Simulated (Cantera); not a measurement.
Charge: 1 mol trisilylamine, 0.2 mol N2, equilibrated at 1700 K.

These are equilibrium values from Cantera (NASA tables, ideal gas, pure condensed phases), not measurements of a reactor. Candidate condensed phases: Si, Si3N4; 18 gas species. The feed counts by its element totals alone. The tables' values for SiN are old estimates; treat these amounts as uncertain. Gases not in the tables: Si2H6 and higher silanes. Kinetics and transport are ignored.

### Question
At 0.0375 Torr, list the 4 most abundant gas species with their mole fractions, and the condensed phases.

### Answer
H2 0.836, N2 0.131, H 0.0190, Si 0.0136. Condensed: Si(l).
